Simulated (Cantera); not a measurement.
## Pyrogenic steam for wet oxidation

An isothermal, constant-pressure homogeneous reactor starts with 45.2 % H2, 23.8 % O2, 31.0 % N2, equivalence ratio 0.95, at 1075 K and 100.0 Torr.

Computed with Cantera and the H2/O2 subset of GRI-Mech 3.0, which has no nitrogen chemistry. The temperature is held fixed by assumption; the heat of reaction is taken as removed at once.

| t (s) | x H2 | x O2 | x H2O2 | x OH | x HO2 | x O | x H2O |
|---|---|---|---|---|---|---|---|
| 4.00e-6 | 0.452 | 0.238 | <1e-12 | 7.52e-12 | 2.83e-10 | 1.28e-11 | 1.30e-11 |
| 2.06e-5 | 0.452 | 0.238 | 1.66e-12 | 8.53e-11 | 1.49e-9 | 1.98e-10 | 7.66e-10 |
| 0.000106 | 0.452 | 0.238 | 6.16e-11 | 6.68e-9 | 1.60e-8 | 1.63e-8 | 1.58e-7 |
| 0.000543 | 0.0794 | 0.0764 | 2.13e-6 | 0.00544 | 2.80e-5 | 0.0123 | 0.358 |
| 0.00279 | 0.00789 | 0.0194 | 2.63e-6 | 0.000818 | 9.58e-6 | 0.000351 | 0.572 |
| 0.0143 | 0.000717 | 0.0157 | 1.35e-6 | 0.000169 | 4.44e-6 | 1.84e-5 | 0.584 |
| 0.0737 | 4.13e-5 | 0.0154 | 1.97e-7 | 3.92e-5 | 5.38e-7 | 8.62e-7 | 0.585 |
| 0.379 | 1.64e-6 | 0.0154 | 2.28e-8 | 1.14e-5 | 2.78e-8 | 6.62e-8 | 0.585 |
| 1.95 | 1.41e-7 | 0.0154 | 3.45e-9 | 4.22e-6 | 2.90e-9 | 9.02e-9 | 0.585 |
| 10.0 | 2.47e-8 | 0.0154 | 6.65e-10 | 1.82e-6 | 7.29e-10 | 1.67e-9 | 0.585 |
x: mole fraction; the columns are a selection and need not sum to one.

Equilibrium at this temperature and pressure: H2 9.11e-9, O2 0.0154, H2O2 1.82e-10, OH 9.39e-7, HO2 5.85e-10, O 4.48e-10, H2O 0.585 (gas phase only).
